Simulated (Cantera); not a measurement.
Feed: 1 mol CS2, 7.8 mol H2O, 1.1 mol H2, 1.7 mol O2, equilibrated at 1952 °C and 0.00160 bar.

Method: chemical equilibrium by Gibbs-energy minimisation in Cantera with the NASA 1993 tables (ideal gas, pure condensed phases). Candidate condensed phases: C, C6H6, C7H8, C8H18, H2O, H2SO4, S; 123 gas species. Rates play no part.

### Question
What is the equilibrium state?

### Answer
| Quantity | Result |
|---|---|
| x(H2O) | 0.463 |
| x(H2) | 0.192 |
| x(SO2) | 0.120 |
| x(H) | 0.0709 |
| x(CO) | 0.0545 |
| x(SO) | 0.0346 |
| x(OH) | 0.0248 |
| x(CO2) | 0.0245 |
| x(O2) | 0.00645 |
| gas amount | 12.66 mol |
| log10 activity of S(l) (absent) | -5.09 |
| log10 activity of C(graphite) (absent) | -8.72 |
